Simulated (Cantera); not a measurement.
Charge: 1 mol C2H4, a varied amount of CO2, held at 21.0 Pa.

These are equilibrium values from Cantera (NASA tables, ideal gas, pure condensed phases), not measurements of a reactor. Candidate condensed phases: C, C6H6, C7H8, C8H18, H2O; 110 gas species. Rates play no part.

Question: What condenses at these points (T in K, n(CO2) in mol): (1848, 3.1); (648, 2.7); (1348, 0.39); (848, 2.2); (848, 3.6)?

Answer: 
```csv
T (K),n(CO2) in mol,condensed phases,C condensed (%)
1848,3.1,gas only,0.0
648,2.7,C,33.4
1348,0.39,C,67.4
848,2.2,gas only,0.0
848,3.6,gas only,0.0
```
